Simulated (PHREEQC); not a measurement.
2.8 g of hydrous ferric oxide (600 m²/g; 0.2 weak and 0.005 strong sites per Fe, Dzombak-Morel constants, diffuse double layer) in 1 kg of water with 0.01 mol/kgw of an inert sodium salt and 0.0015 mol ZnSO4, at 25 °C; the pH is set by adding NaOH or the inert anion's acid. Oxygen is held at 0.21 atm. No CO2 enters from the air. No solid was allowed to form.

All values are PHREEQC results (ion-association model, wateq4f.dat), not measurements.

```csv
pH,S sorbed (%),Zn sorbed (%),surface charge σ (C/m²),surface potential ψ (mV)
4,99.9,0.4,0.134,149
4.38,99.8,1.9,0.107,139
4.75,99.5,5.6,0.083,126
5.12,98.4,10.3,0.061,112
5.88,88.4,37.5,0.033,83
6.25,78.9,66.9,0.025,73
6.62,67.2,87.5,0.020,65
7,52.4,96.1,0.017,56
7.38,36.1,98.8,0.014,48
7.75,20.2,99.6,0.011,38
8.12,7.9,99.9,0.007,25
8.88,0.4,100.0,-0.004,-13
9.25,0.1,100.0,-0.010,-33
9.62,0.0,100.0,-0.017,-52
10,0.0,100.0,-0.027,-71
```

Complexes and solids missing from the database can't appear.
